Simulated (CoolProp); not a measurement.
Vapour-liquid equilibrium of acetone (1) + dimethyl carbonate (2) at 794 kPa; x and y are mole fractions of (1).

Model: multi-fluid Helmholtz-energy mixture model, Lemmon 2006 and Zhou 2011; pair parameters Bell 2016, in CoolProp.

```csv
x,"bubble temperature, mixture model (°C)","bubble temperature, Raoult's law (°C)","y, mixture model","y, Raoult's law"
0.05,168.9,169.0,0.097,0.103
0.15,163.5,163.7,0.261,0.280
0.25,158.8,158.9,0.397,0.427
0.35,154.5,154.4,0.513,0.549
0.45,150.6,150.3,0.613,0.651
0.55,146.9,146.5,0.703,0.738
0.65,143.4,142.9,0.782,0.812
0.75,140.1,139.6,0.854,0.876
0.85,136.8,136.6,0.918,0.931
0.95,133.8,133.7,0.974,0.978
```

The largest gap from Raoult's law is +0.5 K in bubble temperature, at x = 0.65. No azeotrope shows between x = 0.05 and 0.95.

Pair parameters are fitted to limited data, so mixtures are less certain than the pure fluids. The gap from Raoult's law changes sign with composition, which may be real or a fault of the pair parameters; it wasn't checked against measurements.
